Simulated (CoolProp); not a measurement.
The numbers come from the reference Helmholtz-energy equation of state, Gao 2020 in CoolProp.

### Question
Give the vapour pressure (MPa), enthalpy of vaporisation (kJ/kg), liquid cp (kJ/(kg K)), vapour Z of saturated ammonia at 245.4 K.

### Answer
```csv
T (K),p (MPa),enthalpy of vaporisation (kJ/kg),liquid cp (kJ/(kg K)),vapour Z
245.4,0.133,1350,4.49,0.967
```
